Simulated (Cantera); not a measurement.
Feed: 1 mol SiHCl3, 20 mol N2, at 1373.15 K and 0.310 bar.

Cantera equilibrium calculation (NASA polynomials, part measured and part estimated; ideal gas, pure solids and liquids). Candidate condensed phases: NH4Cl, Si, Si3N4; 28 gas species. N2 is the only nitrogen source here; it is nearly inert below about 1500 K, so the nitride shown seldom forms there in practice. The tables' values for SiCl3 are old estimates; treat these amounts as uncertain. Kinetics and transport are ignored.

Base state: N2 0.930, HCl 0.0411, SiCl4 0.0232, H2 0.00302, SiCl3 0.00198, SiCl2 0.000780, SiHCl3 0.000108 (mole fractions); condensed: Si3N4(s).

Question: What changes in the equilibrium state with this change: SiHCl3 replaced by SiH2Cl2?

Answer: 
```
species          before     after
-------------  --------  --------
N2                0.930     0.913
HCl              0.0411    0.0649
H2              0.00302    0.0144
SiCl4            0.0232   0.00641
SiCl3           0.00198  0.000756
SiCl2          0.000780  0.000412
SiHCl3         0.000108   9.02e-5
Si3N4(s), mol     0.149     0.279
```
